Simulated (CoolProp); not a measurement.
Vapour pressure (MPa) of n-nonane: the reference equation beside estimates from Tc = 321.4 °C, pc = 2.282 MPa, ω = 0.443.

The numbers come from the reference Helmholtz-energy equation of state, Lemmon 2006 in CoolProp. It is a short technical equation, of lower accuracy than the large ones.

| T (°C) | reference | van der Waals | Redlich-Kwong | Peng-Robinson |
|---|---|---|---|---|
| 189.25 | 0.2540 | 0.7667 | 0.4575 | 0.2548 |
| 191.75 | 0.2679 | 0.7864 | 0.4760 | 0.2689 |
| 194.25 | 0.2825 | 0.8065 | 0.4950 | 0.2836 |
| 196.75 | 0.2976 | 0.8268 | 0.5145 | 0.2988 |
| 199.25 | 0.3134 | 0.8475 | 0.5345 | 0.3147 |
| 201.75 | 0.3298 | 0.8685 | 0.5550 | 0.3313 |
| 204.35 | 0.3475 | 0.8907 | 0.5770 | 0.3492 |
| 206.85 | 0.3653 | 0.9124 | 0.5986 | 0.3671 |
| 209.35 | 0.3837 | 0.9344 | 0.6208 | 0.3857 |
| 211.85 | 0.4028 | 0.9567 | 0.6436 | 0.4051 |
| 214.35 | 0.4226 | 0.9794 | 0.6669 | 0.4252 |
| 216.85 | 0.4432 | 1.002 | 0.6908 | 0.4460 |
| 219.35 | 0.4645 | 1.026 | 0.7153 | 0.4676 |

Absolute difference from the reference over all 13 rows, mean and median: van der Waals 158.3 and 156.3 %, Redlich-Kwong 66.5 and 66.0 %, Peng-Robinson 0.5 and 0.5 %.
